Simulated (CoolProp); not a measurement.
A simple Rankine cycle with ethylbenzene: condensing at 317.15 K, boiler at 1.77 MPa, turbine inlet 562.9 K, turbine efficiency 0.9, pump efficiency 0.6, no recuperator. Each further row changes one setting.

The numbers come from the reference Helmholtz-energy equation of state, Zhou 2012 in CoolProp.

| case | thermal efficiency (%) | net work (kJ/kg) | heat in (kJ/kg) | turbine exit temperature (K) | volume ratio over the turbine |
|---|---|---|---|---|---|
| as stated | 25.9 | 197 | 760 | 433.5 | 567 |
| turbine inlet 582.9 K | 25.7 | 208 | 811 | 456.1 | 533 |
| condensing temperature 309.15 K | 27.0 | 209 | 774 | 426.5 | 838 |
| boiler pressure 1.24 MPa | 24.9 | 194 | 781 | 447.1 | 348 |
| turbine efficiency 0.8 | 23.0 | 175 | 760 | 446.2 | 584 |
